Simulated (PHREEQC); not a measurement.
Brine: speciation

Dissolve 1.2 mol NaBr, 0.051 mol Na2B4O7, 2.1 mol NaCl and 1.8 mol MgBr2 per kg of water at 20 °C. It is in equilibrium with CO2 at log p = -3.5 (atm). Otherwise closed; pH follows from the charge balance.

All values are PHREEQC results (Pitzer model, pitzer.dat), not measurements.

```
Property                    Value
-------------------  ------------
pH                           6.25
ionic strength       8.60 mol/kgw
activity of water           0.661
density               1.385 g/cm³
osmotic coefficient         1.884
total alkalinity       102 meq/kg
```

```csv
species,molality,activity,log γ
Br-,4.80,4.92,0.010
Na+,3.40,14.0,0.614
Cl-,2.10,1.41,-0.172
Mg+2,1.70,118,1.842
B(OH)3,0.0997,0.0755,-0.121
MgB(OH)4+,0.0993,0.151,0.181
B3O3(OH)4-,0.00107,5.17e-5,-1.317
B(OH)4-,0.000930,5.09e-5,-1.261
B4O5(OH)4-2,0.000216,2.59e-8,-3.921
MgOH+,0.000164,0.000138,-0.077
MgCO3,4.18e-5,4.18e-5,0.000
HCO3-,3.05e-5,6.16e-6,-0.695
```

Precipitation was switched off in this run. Examples of supersaturated solids here: Magnesite (slow to form). Others may be too. In brines, pH and single-ion activities rest on the MacInnes convention.
